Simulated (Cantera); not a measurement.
## Low-pressure radical oxidation in H2/O2

A perfectly stirred reactor is fed with H₂ : O₂ = 0.031 : 1 (molar parts), equivalence ratio 0.015, at 0.0263 atm; it is held at 1373 K, and followed from long to short residence time.

Computed with Cantera and GRI-Mech 3.0 (53 species, 325 reactions). Radical loss at walls, strong at low pressure, is not modelled.

| τ (s) | x H₂ | x O₂ | x OH | x O | x H |
|---|---|---|---|---|---|
| 0.84 | 5.84e-5 | 0.967 | 0.00116 | 0.00232 | 7.53e-5 |
| 0.36 | 9.63e-5 | 0.965 | 0.00151 | 0.00389 | 0.000164 |
| 0.15 | 0.000159 | 0.962 | 0.00193 | 0.00641 | 0.000348 |
| 0.065 | 0.000250 | 0.958 | 0.00239 | 0.00973 | 0.000657 |
| 0.028 | 0.000390 | 0.954 | 0.00286 | 0.0136 | 0.00111 |
| 0.012 | 0.000617 | 0.950 | 0.00332 | 0.0172 | 0.00164 |
| 0.0051 | 0.00104 | 0.947 | 0.00378 | 0.0194 | 0.00214 |
| 0.0022 | 0.00189 | 0.947 | 0.00433 | 0.0199 | 0.00257 |
| 0.00092 | 0.00373 | 0.948 | 0.00501 | 0.0184 | 0.00290 |
| 0.00039 | 0.00748 | 0.951 | 0.00552 | 0.0150 | 0.00291 |
| 0.00017 | 0.0146 | 0.957 | 0.00496 | 0.00960 | 0.00220 |
x: mole fraction; the columns are a selection and need not sum to one.
